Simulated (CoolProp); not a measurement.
C3F8 (R218) along the isobar 0.973 MPa: fugacity coefficient from the reference equation and from simpler models built on Tc = 71.9 °C, pc = 2.640 MPa, ω = 0.317; each cubic takes its own stable root.

Computed with CoolProp (reference Helmholtz-energy equation of state, Lemmon 2006). It is a short technical equation, of lower accuracy than the large ones.

```tsv
T (°C)	phase	reference
-39.25	liquid	0.09351
-22.05	liquid	0.1879
-4.85	liquid	0.3353
12.25	liquid	0.5413
46.55	gas	0.8422
63.75	gas	0.8696
80.85	gas	0.8909
98.05	gas	0.9081
115.25	gas	0.9221
132.35	gas	0.9336
149.55	gas	0.9433
166.65	gas	0.9515
```

How far does each simpler model (van der Waals, Redlich-Kwong, Peng-Robinson) lie from the reference over these 12 states: mean and median of the absolute difference, and the worst?


- van der Waals: mean 62.3 %, median 1.4 %, worst +353.6 % at -39.25 °C and 0.973 MPa
- Redlich-Kwong: mean 19.4 %, median 1.1 %, worst +89.4 % at -39.25 °C and 0.973 MPa
- Peng-Robinson: mean 1.1 %, median 1.2 %, worst -1.8 % at 63.75 °C and 0.973 MPa

At some of these states van der Waals gives the other phase, because its saturation line lies elsewhere.
